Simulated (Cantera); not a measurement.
Input: 1 mol c-C4F8, 0.95 mol F2, at 823.15 K and 11.0 Pa.

Equilibrium computed with Cantera from the NASA thermochemical tables; the gas is ideal and each condensed phase is pure. Candidate condensed phases: C; 13 gas species. The feed counts by its element totals alone. Condensed phases not in the tables: fluorocarbon polymer. Gases not in the tables: C2F6 and larger saturated fluorocarbons. Rates play no part.

Base state: CF4 1.00 (mole fractions); condensed: C(graphite).

Question: What changes in the equilibrium state with this change: c-C4F8 replaced by CH3F?

Answer: 
```csv
species,before,after
HF,0,0.983
H2,0,0.0169
CF4,1.00,<1e-9
"C(graphite), mol",1.52,1.00
```
Further candidate phases: C6H6, C7H8, C8H18.
